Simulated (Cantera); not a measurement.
A closed system holds: 1 mol Ni, 0.22 mol NH3, 210 mol H2, held at 675 K and 13300 Pa.

These are equilibrium values from Cantera (NASA tables, ideal gas, pure condensed phases), not measurements of a reactor. Candidate condensed phases: Ni; 10 gas species. Rates play no part.

Problem. What is the equilibrium state?

Solution. 
```json
{
 "x(H2)": "0.999",
 "x(N2)": "0.000503",
 "x(NH3)": "3.91e-5",
 "n(Ni(s))": "1.00 mol",
 "gas_amount": "210.4 mol"
}
```
